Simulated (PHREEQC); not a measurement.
1 kg of water holding 0.21 mol KCl meets 20 L of dry gas (CO2 1 by moles) at fixed total pressure, at 80 °C; fugacities by Peng-Robinson. The gases take part in no redox reaction, some water evaporates into the gas, and hydrates or a liquid gas phase aren't modelled. Nothing may precipitate in this run.

All values are PHREEQC results (ion-association model, phreeqc.dat), not measurements.

```json
[
 {"P (atm)": "2", "dissolved CO2 (all carbonate carbon) (mol/kgw)": "0.0185", "φ of CO2": "0.994", "pH": "4.01"},
 {"P (atm)": "5", "dissolved CO2 (all carbonate carbon) (mol/kgw)": "0.0539", "φ of CO2": "0.984", "pH": "3.78"},
 {"P (atm)": "10", "dissolved CO2 (all carbonate carbon) (mol/kgw)": "0.111", "φ of CO2": "0.968", "pH": "3.62"},
 {"P (atm)": "20", "dissolved CO2 (all carbonate carbon) (mol/kgw)": "0.221", "φ of CO2": "0.937", "pH": "3.47"},
 {"P (atm)": "30", "dissolved CO2 (all carbonate carbon) (mol/kgw)": "0.324", "φ of CO2": "0.907", "pH": "3.39"},
 {"P (atm)": "40", "dissolved CO2 (all carbonate carbon) (mol/kgw)": "0.418", "φ of CO2": "0.877", "pH": "3.34"},
 {"P (atm)": "50", "dissolved CO2 (all carbonate carbon) (mol/kgw)": "0.506", "φ of CO2": "0.848", "pH": "3.30"},
 {"P (atm)": "75", "dissolved CO2 (all carbonate carbon) (mol/kgw)": "0.692", "φ of CO2": "0.780", "pH": "3.23"},
 {"P (atm)": "100", "dissolved CO2 (all carbonate carbon) (mol/kgw)": "0.834", "φ of CO2": "0.717", "pH": "3.19"},
 {"P (atm)": "150", "dissolved CO2 (all carbonate carbon) (mol/kgw)": "1.01", "φ of CO2": "0.609", "pH": "3.14"},
 {"P (atm)": "200", "dissolved CO2 (all carbonate carbon) (mol/kgw)": "1.12", "φ of CO2": "0.533", "pH": "3.11"},
 {"P (atm)": "300", "dissolved CO2 (all carbonate carbon) (mol/kgw)": "1.25", "φ of CO2": "0.447", "pH": "3.07"},
 {"P (atm)": "400", "dissolved CO2 (all carbonate carbon) (mol/kgw)": "1.35", "φ of CO2": "0.406", "pH": "3.03"}
]
```

Constants without temperature data keep their 25 °C values here.
